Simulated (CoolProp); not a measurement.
A single-stage vapour-compression cycle with fluoroethane (R161): evaporating at 224.15 K (dew point), condensing at 247.15 K (bubble point), superheat 5 K, subcooling 5 K, compressor efficiency 0.65, no pressure losses. Each further row changes one setting.

Values from CoolProp's reference Helmholtz-energy equation of state, Wu 2012.

| case | cooling COP | pressure ratio | discharge temperature (K) | refrigerating effect (kJ/kg) | volumetric capacity (kJ/m³) |
|---|---|---|---|---|---|
| as stated | 5.93 | 2.88 | 291.8 | 407 | 609 |
| evaporating temperature 229.15 K | 7.88 | 2.24 | 282.3 | 411 | 778 |
| condensing temperature 242.15 K | 7.70 | 2.34 | 279.3 | 417 | 623 |
| subcooling 10 K | 6.07 | 2.88 | 291.8 | 417 | 623 |
| superheat 15 K | 5.82 | 2.88 | 302.7 | 418 | 597 |
| compressor efficiency 0.55 | 5.01 | 2.88 | 301.6 | 407 | 609 |
